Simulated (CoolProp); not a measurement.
C3F8 (R218) along the isotherm 440 K: fugacity coefficient from the reference equation and from simpler models built on Tc = 345.0 K, pc = 2.640 MPa, ω = 0.317; each cubic takes its own stable root.

Values from CoolProp's reference Helmholtz-energy equation of state, Lemmon 2006. It is a short technical equation, of lower accuracy than the large ones.

```
p (MPa)          phase  reference  van der Waals  Soave-Redlich-Kwong  Peng-Robinson
-------  -------------  ---------  -------------  -------------------  -------------
0.0632             gas     0.9968         0.9961               0.9968         0.9961
0.102              gas     0.9949         0.9938               0.9949         0.9937
0.165              gas     0.9917         0.9899               0.9917         0.9899
0.267              gas     0.9866         0.9837               0.9866         0.9837
0.431              gas     0.9784         0.9738               0.9784         0.9739
0.696              gas     0.9652         0.9578               0.9654         0.9582
1.12               gas     0.9444         0.9324               0.9450         0.9338
1.82               gas     0.9106         0.8909               0.9123         0.8952
2.94     supercritical     0.8583         0.8259               0.8631         0.8381
4.74     supercritical     0.7806         0.7261               0.7925         0.7583
7.66     supercritical     0.6803         0.6052               0.7049         0.6618
12.4     supercritical     0.5912         0.5256               0.6289         0.5763
20       supercritical     0.5549         0.5163               0.6008         0.5322
```
